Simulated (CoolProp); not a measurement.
Aqueous potassium acetate as a coolant, 29 % by mass, freezing at -21.6 °C, 1 atm.

Computed with CoolProp (Melinder's fits for secondary coolants).

```
T (°C)  Prandtl number  cp (kJ/(kg K))  viscosity (mPa s)  conductivity (W/(m K))
------  --------------  --------------  -----------------  ----------------------
-13.1                ?           3.192               6.78                   0.461
-9.7              40.2           3.199               5.84                   0.465
-6.4              34.8               ?               5.10                   0.469
-3                   ?           3.212                  ?                   0.474
0.3               26.7           3.219               3.96                   0.478
3.7               23.6           3.225               3.53                   0.482
7.1               21.0           3.232               3.16                   0.487
10.4              18.9           3.238               2.86                   0.491
13.8              17.0           3.245               2.60                   0.495
17.1              15.5           3.251               2.38                   0.499
20.5                 ?           3.258               2.18                   0.504
23.9              12.9           3.265               2.01                   0.508
27.2              11.9           3.272               1.86                   0.513
30.6              11.0           3.279               1.73                   0.517
```

Some entries are withheld; supply them.


- -13.1, Prandtl number: 47.0
- -6.4, cp (kJ/(kg K)): 3.205
- -3, Prandtl number: 30.3
- -3, viscosity (mPa s): 4.47
- 20.5, Prandtl number: 14.1
